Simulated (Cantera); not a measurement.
## Nitride etching: Si₃N₄ + H₂O + H₂

Input: 1 mol Si₃N₄, 0.19 mol H₂O, 12 mol H₂, at 0.100 bar.

Method: chemical equilibrium by Gibbs-energy minimisation in Cantera with the NASA 1993 tables (ideal gas, pure condensed phases). Candidate condensed phases: H₂O, Si, SiO₂, Si₂N₂O, Si₃N₄; 35 gas species. Mutual solubility and eutectic melting of coexisting phases are not modelled. The tables' values for SiN are old estimates; treat these amounts as uncertain. Gases not in the tables: Si₂H₆ and higher silanes. Rates play no part.

```json
[
 {"T (K)": "798", "x H₂": "0.995", "x N₂": "0.00516", "x SiO": "<1e-12", "x H": "8.41e-12", "x Si": "<1e-12", "x SiH": "<1e-12", "x SiH₂": "<1e-12", "x Si₂N": "<1e-12", "n Si₂N₂O(s)": "0.190", "n Si₃N₄(s)": "0.873", "n Si(l)": "0"},
 {"T (K)": "898", "x H₂": "0.995", "x N₂": "0.00516", "x SiO": "<1e-12", "x H": "3.45e-10", "x Si": "<1e-12", "x SiH": "<1e-12", "x SiH₂": "<1e-12", "x Si₂N": "<1e-12", "n Si₂N₂O(s)": "0.190", "n Si₃N₄(s)": "0.873", "n Si(l)": "0"},
 {"T (K)": "998", "x H₂": "0.995", "x N₂": "0.00517", "x SiO": "<1e-12", "x H": "6.78e-9", "x Si": "<1e-12", "x SiH": "<1e-12", "x SiH₂": "<1e-12", "x Si₂N": "<1e-12", "n Si₂N₂O(s)": "0.190", "n Si₃N₄(s)": "0.873", "n Si(l)": "0"},
 {"T (K)": "1098", "x H₂": "0.995", "x N₂": "0.00517", "x SiO": "<1e-12", "x H": "7.80e-8", "x Si": "<1e-12", "x SiH": "<1e-12", "x SiH₂": "<1e-12", "x Si₂N": "<1e-12", "n Si₂N₂O(s)": "0.190", "n Si₃N₄(s)": "0.873", "n Si(l)": "0"},
 {"T (K)": "1198", "x H₂": "0.995", "x N₂": "0.00517", "x SiO": "3.13e-11", "x H": "6.00e-7", "x Si": "<1e-12", "x SiH": "<1e-12", "x SiH₂": "1.58e-11", "x Si₂N": "<1e-12", "n Si₂N₂O(s)": "0.190", "n Si₃N₄(s)": "0.873", "n Si(l)": "0"},
 {"T (K)": "1298", "x H₂": "0.995", "x N₂": "0.00517", "x SiO": "2.83e-9", "x H": "3.38e-6", "x Si": "3.83e-12", "x SiH": "1.01e-11", "x SiH₂": "6.92e-10", "x Si₂N": "<1e-12", "n Si₂N₂O(s)": "0.190", "n Si₃N₄(s)": "0.873", "n Si(l)": "0"},
 {"T (K)": "1398", "x H₂": "0.995", "x N₂": "0.00517", "x SiO": "1.32e-7", "x H": "1.49e-5", "x Si": "3.76e-10", "x SiH": "5.98e-10", "x SiH₂": "1.76e-8", "x Si₂N": "1.11e-12", "n Si₂N₂O(s)": "0.190", "n Si₃N₄(s)": "0.873", "n Si(l)": "0"},
 {"T (K)": "1498", "x H₂": "0.995", "x N₂": "0.00517", "x SiO": "3.67e-6", "x H": "5.42e-5", "x Si": "1.99e-8", "x SiH": "2.03e-8", "x SiH₂": "2.88e-7", "x Si₂N": "1.74e-10", "n Si₂N₂O(s)": "0.190", "n Si₃N₄(s)": "0.873", "n Si(l)": "0"},
 {"T (K)": "1598", "x H₂": "0.995", "x N₂": "0.00519", "x SiO": "6.64e-5", "x H": "0.000168", "x Si": "6.33e-7", "x SiH": "4.38e-7", "x SiH₂": "3.29e-6", "x Si₂N": "1.42e-8", "n Si₂N₂O(s)": "0.189", "n Si₃N₄(s)": "0.874", "n Si(l)": "0"},
 {"T (K)": "1698", "x H₂": "0.984", "x N₂": "0.0150", "x SiO": "0.000594", "x H": "0.000454", "x Si": "6.57e-6", "x SiH": "3.21e-6", "x SiH₂": "1.37e-5", "x Si₂N": "2.81e-7", "n Si₂N₂O(s)": "0.183", "n Si₃N₄(s)": "0.816", "n Si(l)": "0.180"},
 {"T (K)": "1798", "x H₂": "0.910", "x N₂": "0.0852", "x SiO": "0.00318", "x H": "0.00106", "x Si": "3.08e-5", "x SiH": "1.07e-5", "x SiH₂": "2.69e-5", "x Si₂N": "2.04e-6", "n Si₂N₂O(s)": "0.147", "n Si₃N₄(s)": "0.356", "n Si(l)": "1.59"},
 {"T (K)": "1898", "x H₂": "0.845", "x N₂": "0.139", "x SiO": "0.0132", "x H": "0.00227", "x Si": "0.000123", "x SiH": "3.12e-5", "x SiH₂": "4.87e-5", "x Si₂N": "7.06e-6", "n Si₂N₂O(s)": "0", "n Si₃N₄(s)": "0", "n Si(l)": "2.81"},
 {"T (K)": "1998", "x H₂": "0.843", "x N₂": "0.139", "x SiO": "0.0132", "x H": "0.00466", "x Si": "0.000425", "x SiH": "8.42e-5", "x SiH₂": "8.85e-5", "x Si₂N": "1.72e-5", "n Si₂N₂O(s)": "0", "n Si₃N₄(s)": "0", "n Si(l)": "2.80"},
 {"T (K)": "2098", "x H₂": "0.838", "x N₂": "0.138", "x SiO": "0.0131", "x H": "0.00891", "x Si": "0.00131", "x SiH": "0.000206", "x SiH₂": "0.000151", "x Si₂N": "3.85e-5", "n Si₂N₂O(s)": "0", "n Si₃N₄(s)": "0", "n Si(l)": "2.78"}
]
```
x: gas mole fraction; n: condensed amount in mol.

From 798 K to 1598 K the condensed part is Si₂N₂O(s) + Si₃N₄(s). From 1698 K to 1798 K the condensed part is Si(l) + Si₂N₂O(s) + Si₃N₄(s). From 1898 K to 2098 K the condensed part is Si(l).
